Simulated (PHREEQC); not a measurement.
0.012 g of hydrous ferric oxide (600 m²/g; 0.2 weak and 0.005 strong sites per Fe, Dzombak-Morel constants, diffuse double layer) in 1 kg of water with 0.01 mol/kgw of an inert sodium salt and 8.3e-08 mol Na2SeO3, 9.4e-08 mol NaH2PO4 and 2.6e-06 mol Na2SO4, at 25 °C; the pH is set by adding NaOH or the inert anion's acid. No oxygen is let in. The system is closed to CO2. Slow redox steps are shut off: sulfate isn't reduced. Precipitation was switched off in this run.

The series has 17 steps of pH, from 4 to 10.

Equilibrium calculation in PHREEQC: ion-association model, wateq4f.dat.

Problem. Near which pH is half of the Se sorbed, and on which side is more sorbed?

Solution. Near pH 8.0, with more sorbed at lower pH.

Problem. Near which pH is half of the P sorbed, and on which side is more sorbed?

Solution. Near pH 8.4, with more sorbed at lower pH.

Problem. Near which pH is half of the S sorbed, and on which side is more sorbed?

Solution. Near pH 5.6, with more sorbed at lower pH.

Species that the database lacks are ignored. The database's selenite sorption wasn't checked against measurements; a fall in acid may be a fault of its surface constants. H3PO4, which wateq4f.dat lacks, is added to it with the constant of phreeqc.dat.
